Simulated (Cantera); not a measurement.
Cantera run, input and output.

```python
import numpy as np
import cantera as ct

gas = ct.Solution("gri30.yaml")
gas.TPX = 975, 1000000, {'CH4': 0.005, 'O2': 0.0028, 'N2': 1}
reactor = ct.IdealGasConstPressureReactor(gas, energy="off", clone=False)
net = ct.ReactorNet([reactor])
net.rtol, net.atol = 1e-08, 1e-18
show = ['CH4', 'O2', 'C2H4', 'OH', 'CH2', 'HO2']
times = np.geomspace(4e-05, 200, 13)

steps = ct.SolutionArray(gas, extra=["t"])
rows = []
print(f"{'t/s':>10s}{'T/K':>9s}{'P/Pa':>11s}" + "".join(f"{s:>11s}" for s in show))
for t in times:
    while net.time < t:
        t_next = net.step()
        steps.append(gas.state, t=t_next)
    rows.append([np.interp(t, steps.t, y) for y in (steps.T, steps.P, *steps(*show).X.T)])
    print(f"{t:10.3e}{rows[-1][0]:9.1f}{rows[-1][1]:11.4g}" + "".join(f"{x:11.3e}" for x in rows[-1][2:]))
rate = np.gradient(steps.T, steps.t)
print("integrator steps:", len(steps.t))
if steps.T.max() > steps.T[0] + 200:
    print(f"time of steepest temperature rise: {steps.t[rate.argmax()]:.4e} s")
gas.TPX = 975, 1000000, {'CH4': 0.005, 'O2': 0.0028, 'N2': 1}
gas.equilibrate("TP")
print(f"equilibrium (TP): T = {gas.T:.1f} K  " + "  ".join(f"{s} {gas[s].X[0]:.3e}" for s in show))
```

Output:

```
       t/s      T/K       P/Pa        CH4         O2       C2H4         OH        CH2        HO2
 4.000e-05    975.0      1e+06  4.961e-03  2.778e-03  5.961e-23  5.800e-17  3.282e-25  1.311e-12
 1.446e-04    975.0      1e+06  4.961e-03  2.778e-03  6.051e-21  1.818e-16  4.223e-24  4.735e-12
 5.231e-04    975.0      1e+06  4.961e-03  2.778e-03  3.340e-19  7.031e-16  5.599e-23  1.704e-11
 1.891e-03    975.0      1e+06  4.961e-03  2.778e-03  1.777e-17  3.374e-15  8.586e-22  6.050e-11
 6.840e-03    975.0      1e+06  4.961e-03  2.778e-03  1.032e-15  1.822e-14  1.643e-20  2.050e-10
 2.473e-02    975.0      1e+06  4.961e-03  2.778e-03  9.151e-14  8.748e-14  4.299e-19  5.906e-10
 8.944e-02    975.0      1e+06  4.961e-03  2.778e-03  7.703e-12  2.972e-13  6.814e-18  1.023e-09
 3.234e-01    975.0      1e+06  4.961e-03  2.778e-03  9.555e-11  3.660e-13  1.041e-17  1.145e-09
 1.170e+00    975.0      1e+06  4.961e-03  2.778e-03  6.450e-10  4.579e-13  1.381e-17  1.583e-09
 4.229e+00    975.0      1e+06  4.959e-03  2.777e-03  8.023e-09  9.429e-13  3.390e-17  3.730e-09
 1.529e+01    975.0      1e+06  4.916e-03  2.745e-03  7.618e-07  1.567e-11  1.240e-15  3.655e-08
 5.531e+01    975.0      1e+06  2.589e-03  1.452e-05  1.366e-04  1.971e-12  1.175e-14  1.928e-09
 2.000e+02    975.0      1e+06  2.588e-03  1.080e-06  1.352e-04  2.417e-13  1.619e-15  3.567e-11
integrator steps: 1869
equilibrium (TP): T = 975.0 K  CH4 7.295e-05  O2 2.685e-25  C2H4 2.064e-10  OH 2.552e-15  CH2 4.784e-21  HO2 8.067e-29
```

Cantera simulation using GRI-Mech 3.0 (53 species, 325 reactions); the numbers are that mechanism's predictions, not measurements. Below about 1000 K GRI-Mech 3.0 lacks low-temperature oxidation paths.
